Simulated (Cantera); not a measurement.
Input: 1 mol PbCl2, 40 mol H2, equilibrated at 1900 Pa.

Cantera equilibrium calculation (NASA polynomials, part measured and part estimated; ideal gas, pure solids and liquids). Candidate condensed phases: Pb, PbCl2; 10 gas species. Kinetics and transport are ignored.

Problem. Which condensed phases are stable at each of these points (T (°C)): 527, 627, 727, 827, 927, 1027, 1127, 1227, 1327, 1427, 1527, 1627, 1727, 1827?

Solution. 
```json
[
 {"T (°C)": "527", "condensed phases": "Pb(l)", "Pb condensed (%)": "94.4"},
 {"T (°C)": "627", "condensed phases": "Pb(l)", "Pb condensed (%)": "92.2"},
 {"T (°C)": "727", "condensed phases": "Pb(l)", "Pb condensed (%)": "81.7"},
 {"T (°C)": "827", "condensed phases": "Pb(l)", "Pb condensed (%)": "42.4"},
 {"T (°C)": "927", "condensed phases": "gas only", "Pb condensed (%)": "0.0"},
 {"T (°C)": "1027", "condensed phases": "gas only", "Pb condensed (%)": "0.0"},
 {"T (°C)": "1127", "condensed phases": "gas only", "Pb condensed (%)": "0.0"},
 {"T (°C)": "1227", "condensed phases": "gas only", "Pb condensed (%)": "0.0"},
 {"T (°C)": "1327", "condensed phases": "gas only", "Pb condensed (%)": "0.0"},
 {"T (°C)": "1427", "condensed phases": "gas only", "Pb condensed (%)": "0.0"},
 {"T (°C)": "1527", "condensed phases": "gas only", "Pb condensed (%)": "0.0"},
 {"T (°C)": "1627", "condensed phases": "gas only", "Pb condensed (%)": "0.0"},
 {"T (°C)": "1727", "condensed phases": "gas only", "Pb condensed (%)": "0.0"},
 {"T (°C)": "1827", "condensed phases": "gas only", "Pb condensed (%)": "0.0"}
]
```

From 527 °C to 827 °C the condensed part is Pb(l). From 927 °C to 1827 °C nothing is condensed.
